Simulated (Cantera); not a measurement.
What does this Cantera script print?

```python
import numpy as np
import cantera as ct

gas_names = """
    F F2 H HF H2 H2F2 H3F3 H4F4 H5F5 H6F6 H7F7 Mg MgF MgF2 MgH MgN Mg2 Mg2F4 N NF NF2 NF3 NH NH2 NH3 N2
    N2H2 N2H4
""".split()
cond_names = """
    Mg(cr) Mg(L) MgF2(s) MgF2(L)
""".split()


# ... load() reads the species with a 1 bar reference pressure and builds the phases ...
atoms = {
    'MgF2': {'Mg': 1, 'F': 2},
    'H2': {'H': 2},
    'N2': {'N': 2},
}
top_T = {}  # K; cautious upper limits of use, not melting points


# ... equilibrate(T, P, feed) seeds the gas with the atoms and calls Mixture.equilibrate('TP', solver="vcs", rtol=1e-11, max_steps=5000) ...
results = []
feed = {'MgF2': 1, 'H2': 1.3, 'N2': 42}  # mol
P = 50000  # Pa
for T in [873, 973, 1073, 1173, 1273, 1373, 1473, 1573, 1673, 1773, 1873, 1973, 2073, 2173]:
    mix = equilibrate(T, P, feed)
    results.append((T, P, feed, dict(zip(mix.species_names, mix.species_moles))))

top = {s: max(r[3][s] / sum(r[3][g] for g in gas_names) for r in results) for s in gas_names}
cols = sorted((s for s in top if top[s] > 0.0001), key=lambda s: -top[s])[:7]
seen = [c for c in cond_names if any(r[3].get(c, 0) > 1e-12 for r in results)]
print("log10 of partial pressures in bar; condensed amounts in mol")
print(f"{'T/K':>10s}" + "".join(f"{s[:9]:>10s}" for s in cols + seen))
for T, P, feed, n in results:
    ng = sum(n[g] for g in gas_names)
    print(f"{T:10.4g}" + "".join(f"{np.log10(max(n[s] / ng * P / 1e5, 1e-99)):10.3f}" for s in cols)
          + "".join(f"{n.get(c, 0):10.4g}" for c in seen))
```

Result:

```
log10 of partial pressures in bar; condensed amounts in mol
       T/K        N2        H2        HF      MgF2        Mg       MgF         H   MgF2(s)   MgF2(L)
       873    -0.314    -1.824    -9.767   -13.759   -10.069   -14.160   -11.242         1         0
       973    -0.314    -1.824    -8.309   -11.392    -8.611   -11.928    -9.878         1         0
      1073    -0.314    -1.824    -7.128    -9.478    -7.430   -10.121    -8.765         1         0
      1173    -0.314    -1.824    -6.152    -7.900    -6.455    -8.631    -7.840         1         0
      1273    -0.314    -1.824    -5.332    -6.578    -5.637    -7.382    -7.059    0.9998         0
      1373    -0.314    -1.824    -4.634    -5.457    -4.944    -6.321    -6.390    0.9987         0
      1473    -0.314    -1.825    -4.031    -4.495    -4.351    -5.411    -5.810     0.993         0
      1573    -0.315    -1.828    -3.522    -3.707    -3.857    -4.656    -5.305         0     0.969
      1673    -0.316    -1.837    -3.102    -3.097    -3.455    -4.048    -4.862         0    0.8921
      1773    -0.318    -1.856    -2.732    -2.561    -3.111    -3.519    -4.474         0    0.6652
      1873    -0.325    -1.898    -2.409    -2.089    -2.821    -3.058    -4.139         0    0.0624
      1973    -0.327    -1.927    -2.271    -2.100    -2.682    -2.923    -3.833         0         0
      2073    -0.327    -1.959    -2.164    -2.153    -2.571    -2.830    -3.559         0         0
      2173    -0.328    -1.996    -2.074    -2.215    -2.477    -2.756    -3.315         0         0
```

These are equilibrium values from Cantera (NASA tables, ideal gas, pure condensed phases), not measurements of a reactor. The tables' values for MgH are old estimates; treat these amounts as uncertain.
